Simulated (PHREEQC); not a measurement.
# Buffer

Solution (25 °C): 15 mmol/kgw H3PO4 and 0.23 mmol/kgw NaF. Closed to the air; pH follows from the charge balance.

The numbers come from PHREEQC with the ion-association model, wateq4f.dat.

Each row changes one thing in this solution. No solid was allowed to form.

```
case                                         pH  ionic strength (mol/kgw)
-----------------------------------------  ----  ------------------------
as made                                    2.16                   0.00778
NaF from 0.00023 to 0.00046 mol/kgw         ___                   0.00787
diluted 100-fold with water                 ___                       ___
NaF from 0.00023 to 0.000207 mol/kgw       2.16                       ___
H3PO4 left out                              ___                  0.000230
NaF replaced by NaOH at the same molality  2.16                   0.00776
```

### Question
Some entries are withheld; supply them.

### Answer

- NaF from 0.00023 to 0.00046 mol/kgw, pH: 2.17
- diluted 100-fold with water, pH: 3.84
- diluted 100-fold with water, ionic strength (mol/kgw): 0.000149
- NaF from 0.00023 to 0.000207 mol/kgw, ionic strength (mol/kgw): 0.00777
- H3PO4 left out, pH: 7.06

H3PO4, which wateq4f.dat lacks, is added to it with the constant of phreeqc.dat.
